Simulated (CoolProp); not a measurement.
Model: reference Helmholtz-energy equation of state, Thol 2019, in CoolProp.

Give the vapour pressure (bar), enthalpy of vaporisation (kJ/kg), vapour Z, surface tension (mN/m) of saturated tetradecamethylhexasiloxane (MD4M) at 322.9, 345.3, 569.6 K.


| T (K) | p (bar) | enthalpy of vaporisation (kJ/kg) | vapour Z | surface tension (mN/m) |
|---|---|---|---|---|
| 322.9 | 8.07e-5 | 166 | 1.000 | 16.4 |
| 345.3 | 0.000488 | 158 | 1.000 | 15.0 |
| 569.6 | 2.13 | 82.6 | 0.790 | 2.64 |

Surface tension comes from a separate correlation (Mulero 2014), older than this fluid's equation and unchecked against measurements.
